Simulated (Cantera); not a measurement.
Charge: 1 mol SiH₂Cl₂, 0.0091 mol C₃H₈, 10 mol H₂, at 1700 Pa.

These are equilibrium values from Cantera (NASA tables, ideal gas, pure condensed phases), not measurements of a reactor. Candidate condensed phases: C, C₆H₆, C₇H₈, C₈H₁₈, Si, SiC; 109 gas species. Mutual solubility and eutectic melting of coexisting phases are not modelled. The tables' values for SiCl₃ are old estimates; treat these amounts as uncertain. The numbers say what is thermodynamically allowed, not how fast it happens. All values below are at 1252 °C.

Base state: H₂ 0.870, HCl 0.0949, SiCl₂ 0.0339, SiCl₃ 0.000957, H 0.000169, SiHCl₃ 8.31e-5, SiCl₄ 8.03e-5, Cl 1.48e-5 (mole fractions); condensed: Si(s) + SiC(s).

What changes in the equilibrium state with this change: H₂ from 10 to 18 mol?


```csv
species,before,after
H₂,0.870,0.917
HCl,0.0949,0.0668
SiCl₂,0.0339,0.0159
SiCl₄,8.03e-5,1.77e-5
SiCl₃,0.000957,0.000309
SiHCl₃,8.31e-5,2.75e-5
"Si(s), mol",0.551,0.646
"SiC(s), mol",0.0273,0.0273
```

What changes in the equilibrium state with this change: SiH₂Cl₂ replaced by Si(CH₃)₄?


| species | before | after |
|---|---|---|
| H₂ | 0.870 | 1.000 |
| H | 0.000169 | 0.000181 |
| CH₄ | 2.35e-7 | 3.88e-5 |
| HCl | 0.0949 | 0 |
| SiCl₂ | 0.0339 | 0 |
| SiCl₃ | 0.000957 | 0 |
| SiHCl₃ | 8.31e-5 | 0 |
| SiCl₄ | 8.03e-5 | 0 |
| Si(s), mol | 0.551 | 0 |
| SiC(s), mol | 0.0273 | 1.00 |
| C(graphite), mol | 0 | 3.03 |
